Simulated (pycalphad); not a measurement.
CALPHAD calculation (pycalphad, COST 507 light-alloy database (1999)), 1 atm. The database dates from 1999; later assessments differ in places, in temperatures and in the compounds included. Diffusion is slow at the low end, where real alloys seldom reach equilibrium.

Q: How does the equilibrium phase assembly of Ti-4.16C (at.%) change on cooling from 2850 K to 525 K?

A: 
```json
[
 {"T (K)": "2023.4", "phases above": "liquid", "phases below": "fcc + liquid"},
 {"T (K)": "1925.1", "phases above": "fcc + liquid", "phases below": "bcc + fcc"},
 {"T (K)": "1189.9", "phases above": "bcc + fcc", "phases below": "fcc + hcp"}
]
```
Changes were sought between steps of 75 K, so a narrower field can be missed.

The fcc model also describes the rock-salt carbide or nitride (TiC, TiN, HfC).
